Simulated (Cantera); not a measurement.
An adiabatic, constant-volume homogeneous reactor starts with H2 : O2 : N2 = 1 : 0.595 : 2.24 (molar parts), equivalence ratio 0.84, at 950 K and 10.0 bar. Integrator tolerance rtol = 1e-08.

Cantera simulation using GRI-Mech 3.0 (53 species, 325 reactions); the numbers are that mechanism's predictions, not measurements. The hydrogen kinetics of GRI-Mech 3.0 are dated; newer H2 mechanisms differ, most at raised pressure.

### Question
What does this change do: O2 0.595 to 0.36 parts?

### Answer
| quantity | before | after |
|---|---|---|
| time of steepest temperature rise | 29.8 ms | 29.3 ms |
| temperature at 0.200 s | 2956 K | 2701 K |
| equilibrium temperature | 2956 K | 2701 K |
| x(H2) at 0.200 s | 0.0134 (gas-phase equilibrium 0.0134) | 0.0862 (gas-phase equilibrium 0.0862) |
| x(O2) at 0.200 s | 0.0224 (gas-phase equilibrium 0.0224) | 5.47e-5 (gas-phase equilibrium 5.47e-5) |
| x(H2O2) at 0.200 s | 3.43e-6 (gas-phase equilibrium 3.43e-6) | 8.63e-8 (gas-phase equilibrium 8.63e-8) |
| x(NO) at 0.200 s | 0.0135 (gas-phase equilibrium 0.0135) | 0.000483 (gas-phase equilibrium 0.000483) |
| x(HO2) at 0.200 s | 2.74e-5 (gas-phase equilibrium 2.74e-5) | 1.58e-7 (gas-phase equilibrium 1.58e-7) |
| x(OH) at 0.200 s | 0.0198 (gas-phase equilibrium 0.0198) | 0.00217 (gas-phase equilibrium 0.00217) |
| x(H2O) at 0.200 s | 0.270 (gas-phase equilibrium 0.270) | 0.219 (gas-phase equilibrium 0.219) |

### Question
What does this change do: pressure from 10.0 bar to 0.400 bar?

### Answer
| quantity | before | after |
|---|---|---|
| time of steepest temperature rise | 29.8 ms | 0.767 ms |
| temperature at 0.200 s | 2956 K | 2737 K |
| equilibrium temperature | 2956 K | 2737 K |
| x(H2) at 0.200 s | 0.0134 (gas-phase equilibrium 0.0134) | 0.0252 (gas-phase equilibrium 0.0252) |
| x(O2) at 0.200 s | 0.0224 (gas-phase equilibrium 0.0224) | 0.0272 (gas-phase equilibrium 0.0272) |
| x(H2O2) at 0.200 s | 3.43e-6 (gas-phase equilibrium 3.43e-6) | 4.65e-7 (gas-phase equilibrium 4.65e-7) |
| x(NO) at 0.200 s | 0.0135 (gas-phase equilibrium 0.0135) | 0.0110 (gas-phase equilibrium 0.0110) |
| x(HO2) at 0.200 s | 2.74e-5 (gas-phase equilibrium 2.74e-5) | 8.59e-6 (gas-phase equilibrium 8.59e-6) |
| x(OH) at 0.200 s | 0.0198 (gas-phase equilibrium 0.0198) | 0.0267 (gas-phase equilibrium 0.0267) |
| x(H2O) at 0.200 s | 0.270 (gas-phase equilibrium 0.270) | 0.247 (gas-phase equilibrium 0.247) |
